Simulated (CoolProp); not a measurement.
Properties of hydrogen chloride along the isobar 44.5 bar.

Computed with CoolProp (reference Helmholtz-energy equation of state, Thol 2018).

```csv
T (°C),phase,density (kg/m³),cp (kJ/(kg K)),fugacity coefficient
-103.85,liquid,1235,1.651,0.007398
-76.35,liquid,1170,1.654,0.03785
-48.75,liquid,1097,1.694,0.1221
-21.25,liquid,1015,1.796,0.2881
6.35,liquid,910.1,2.066,0.5487
33.85,gas,90.74,1.860,0.7688
61.45,gas,73.27,1.298,0.8252
88.95,gas,63.47,1.101,0.8634
116.55,gas,56.65,1.004,0.8912
144.05,gas,51.49,0.9485,0.9121
171.65,gas,47.35,0.9146,0.9283
199.15,gas,43.93,0.8928,0.9411
```
